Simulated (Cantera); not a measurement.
Adiabatic ignition

An adiabatic, constant-volume homogeneous reactor starts with 4.65 % CO, 0.698 % H₂, 1.02 % CH₄, 9.44 % O₂, 84.2 % N₂, equivalence ratio 0.50, at 1350 K and 150000 Pa.

Cantera simulation using GRI-Mech 3.0 (53 species, 325 reactions); the numbers are that mechanism's predictions, not measurements.

| t (s) | T (K) | P (bar) | x CO | x H₂ | x CH₄ | x HCN | x H₂O | x H₂O₂ | x N₂O |
|---|---|---|---|---|---|---|---|---|---|
| 1.00e-6 | 1350 | 1.50 | 0.0465 | 0.00698 | 0.0102 | <1e-12 | 1.39e-10 | <1e-12 | <1e-12 |
| 4.44e-6 | 1350 | 1.50 | 0.0465 | 0.00698 | 0.0102 | <1e-12 | 6.17e-9 | 8.91e-12 | <1e-12 |
| 1.97e-5 | 1350 | 1.50 | 0.0465 | 0.00698 | 0.0102 | <1e-12 | 1.56e-7 | 1.56e-10 | <1e-12 |
| 8.77e-5 | 1350 | 1.50 | 0.0465 | 0.00697 | 0.0102 | <1e-12 | 6.63e-6 | 3.41e-9 | 1.89e-11 |
| 0.000390 | 1916 | 2.10 | 0.0135 | 0.00126 | <1e-12 | <1e-12 | 0.0233 | 1.84e-7 | 7.70e-7 |
| 0.00173 | 2135 | 2.31 | 0.00104 | 9.25e-5 | <1e-12 | <1e-12 | 0.0274 | 2.94e-8 | 6.32e-7 |
| 0.00770 | 2141 | 2.32 | 0.000684 | 6.45e-5 | <1e-12 | <1e-12 | 0.0275 | 2.65e-8 | 4.73e-7 |
| 0.0342 | 2140 | 2.32 | 0.000681 | 6.42e-5 | <1e-12 | <1e-12 | 0.0275 | 2.63e-8 | 4.71e-7 |
| 0.152 | 2136 | 2.31 | 0.000668 | 6.31e-5 | <1e-12 | <1e-12 | 0.0275 | 2.58e-8 | 4.66e-7 |
| 0.675 | 2128 | 2.30 | 0.000643 | 6.11e-5 | <1e-12 | <1e-12 | 0.0276 | 2.49e-8 | 4.61e-7 |
| 3.00 | 2126 | 2.30 | 0.000636 | 6.05e-5 | <1e-12 | <1e-12 | 0.0276 | 2.47e-8 | 4.61e-7 |
x: mole fraction; the columns are a selection and need not sum to one.

```yaml
time_of_steepest_temperature_rise: 0.279 ms
temperature at 3.00 s: 2126 K
equilibrium_temperature: 2126 K
x(CO) at 3.00 s: 0.000636 (gas-phase equilibrium 0.000636)
x(H₂) at 3.00 s: 6.05e-5 (gas-phase equilibrium 6.05e-5)
x(CH₄) at 3.00 s: <1e-12 (gas-phase equilibrium <1e-12)
```
